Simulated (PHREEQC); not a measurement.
A made-up water analysis in mg/L, 25 °C, pH 7.28, pe 2.8: Na 506; K 71.9; Ca 30.3; Mg 13.8; Cl 79.9; S(6) as SO4 818; Alkalinity as HCO3 437; Si as SiO2 0.756; B 3.16; Zn 3.77; Sr 0.438; Mn(2) 45.6; Li 0.702.

Valence states are taken as typed.

The numbers come from PHREEQC with the ion-association model, phreeqc.dat.

Q: The ionic strength comes out as 0.0344 mol/kgw. What activity coefficients do Cl-, Mn+2, ZnHCO3+, MnCl+, NaSO4- get?

A: Cl- 0.84, Mn+2 0.53, ZnHCO3+ 0.84, MnCl+ 0.85, NaSO4- 0.85.

This is a speciation only: nothing precipitates in the calculation. Examples of supersaturated solids here: Rhodochrosite. Others may be too. The database's zinc carbonate complexes are estimates, stronger than later reviews accept.
